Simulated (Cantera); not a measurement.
Feed: 1 mol Fe₂O₃, 2.4 mol SO₂, 0.3 mol H₂O, at 998 K and 93000 Pa.

These are equilibrium values from Cantera (NASA tables, ideal gas, pure condensed phases), not measurements of a reactor. Candidate condensed phases: Fe, FeO, Fe(OH)₂, Fe(OH)₃, FeS, FeSO₄, FeS₂, Fe₂O₃, Fe₂(SO₄)₃, Fe₃O₄, H₂O, H₂SO₄, S; 22 gas species. Rates play no part.

Base state: SO₂ 0.889, H₂O 0.111 (mole fractions); condensed: Fe₂O₃(s).

Q: What changes in the equilibrium state with this change: temperature from 998 K to 1650 K?

A: 
| species | before | after |
|---|---|---|
| SO₂ | 0.889 | 0.835 |
| H₂O | 0.111 | 0.105 |
| O₂ | <1e-9 | 0.0564 |
| OH | <1e-9 | 0.000192 |
| SO₃ | 8.84e-6 | 0.00357 |
| SO | 2.95e-7 | 1.16e-5 |
| Fe₂O₃(s), mol | 1.000 | 0 |
| Fe₃O₄(s), mol | 0 | 0.667 |

Q: What changes in the equilibrium state with this change: temperature from 998 K to 1748 K?

A: 
| species | before | after |
|---|---|---|
| SO₂ | 0.889 | 0.836 |
| H₂O | 0.111 | 0.105 |
| O₂ | <1e-9 | 0.0569 |
| OH | <1e-9 | 0.000375 |
| O | <1e-9 | 1.81e-5 |
| Fe₂O₃(s), mol | 1.000 | 0 |
| Fe₃O₄(s), mol | 0 | 0.667 |
